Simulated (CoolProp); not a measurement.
R407C along the isobar 3840 kPa: density (kg/m³) from the reference equation and from simpler models built on Tc = 359.3 K, pc = 4632 kPa, ω = 0.363; each cubic takes its own stable root.

Values from CoolProp's reference Helmholtz-energy equation of state, Lemmon 2003. It is a pseudo-pure fit of the blend.

```json
[
 {"T (K)": "226.8", "phase": "liquid", "reference": "1397"},
 {"T (K)": "238.4", "phase": "liquid", "reference": "1363"},
 {"T (K)": "250.1", "phase": "liquid", "reference": "1327"},
 {"T (K)": "261.8", "phase": "liquid", "reference": "1289"},
 {"T (K)": "273.4", "phase": "liquid", "reference": "1250"},
 {"T (K)": "285.1", "phase": "liquid", "reference": "1207"},
 {"T (K)": "296.7", "phase": "liquid", "reference": "1162"},
 {"T (K)": "308.4", "phase": "liquid", "reference": "1112"},
 {"T (K)": "320", "phase": "liquid", "reference": "1055"},
 {"T (K)": "331.7", "phase": "liquid", "reference": "984.9"},
 {"T (K)": "366.7", "phase": "gas", "reference": "170.9"}
]
```

How far does each simpler model (van der Waals, Redlich-Kwong, Soave-Redlich-Kwong, Peng-Robinson) lie from the reference over these 11 states: mean and median of the absolute difference, and the worst?


- van der Waals: mean 37.6 %, median 40.6 %, worst -41.2 % at 226.8 K and 3840 kPa
- Redlich-Kwong: mean 15.4 %, median 15.7 %, worst -20.9 % at 331.7 K and 3840 kPa
- Soave-Redlich-Kwong: mean 11.1 %, median 10.7 %, worst -15.5 % at 331.7 K and 3840 kPa
- Peng-Robinson: mean 1.3 %, median 1.1 %, worst -4.6 % at 331.7 K and 3840 kPa
